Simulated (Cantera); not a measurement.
Feed: 1 mol FeS, 0.11 mol H2S, 17 mol N2, 3.2 mol SO2, held at 1 atm.

Cantera equilibrium calculation (NASA polynomials, part measured and part estimated; ideal gas, pure solids and liquids). Candidate condensed phases: Fe, FeO, Fe(OH)2, Fe(OH)3, FeS, FeSO4, FeS2, Fe2O3, Fe2(SO4)3, Fe3O4, H2O, H2SO4, S; 38 gas species. FeS: taken at fixed stoichiometry. Gases not in the tables: S3 to S7. Rates play no part. All values below are at 973 K.

Base state: N2 0.836, SO2 0.154, H2O 0.00529, S2 0.00479, S2O 0.000422, H2S 0.000109 (mole fractions); condensed: FeS(s) + Fe3O4(s).

**Question.** What changes in the equilibrium state with this change: pressure from 1 atm to 0.150 bar?

**Answer.** 
| species | before | after |
|---|---|---|
| N2 | 0.836 | 0.835 |
| SO2 | 0.154 | 0.152 |
| S2 | 0.00479 | 0.00695 |
| H2 | 8.51e-6 | 1.52e-5 |
| S2O | 0.000422 | 0.000345 |
| H2S | 0.000109 | 8.98e-5 |
| FeS(s), mol | 0.972 | 0.921 |
| Fe3O4(s), mol | 0.00921 | 0.0263 |
